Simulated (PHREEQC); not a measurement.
A column of 0.2 m (30 cells, dispersivity 0.016 m, 3600 s a shift, diffusion coefficient 3e-10 m²/s) holds 0.013 eq of the database's cation exchanger X per kg of pore water, first in equilibrium with 20 mmol/kgw KCl, 16 mmol/kgw MgCl2, 0.44 mmol/kgw CaCl2 and 0.01 mmol/kgw HCl. It is flushed with 0.021 mol/kgw ZnCl2 and 1e-05 mol/kgw HCl, at 15 °C. Values are for the last cell. No CO2 enters from the air. Nothing may precipitate in this run.

The series has 31 steps of pore volumes, from 0 to 3.017.

Computed with PHREEQC (ion-association model, phreeqc.dat).

Task: After how many pore volumes does Zn at the outlet first reach half of its feed value?

Result: By 1.3 pore volumes.
